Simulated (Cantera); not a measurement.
An adiabatic, constant-volume homogeneous reactor starts with H2 : O2 : N2 = 1 : 0.455 : 1.71 (molar parts), equivalence ratio 1.1, at 1048 K and 0.257 atm.

Detailed kinetics in Cantera: the H2/O2 subset of GRI-Mech 3.0, which has no nitrogen chemistry.

One state of this run: T (K) = 2807; P (bar) = 0.627; x H2 = 0.0656; x O2 = 0.0124; x O = 0.00787; x OH = 0.0301; x HO2 = 4.95e-6; x H2O2 = 2.87e-7; x H2O = 0.257. x: mole fraction; the columns are a selection and need not sum to one.

Question: Which value of t (s) does it belong to?
A) 5.64e-6
B) 0.00283
C) 4.48e-5
D) 2.00e-6

Answer: B, 0.00283
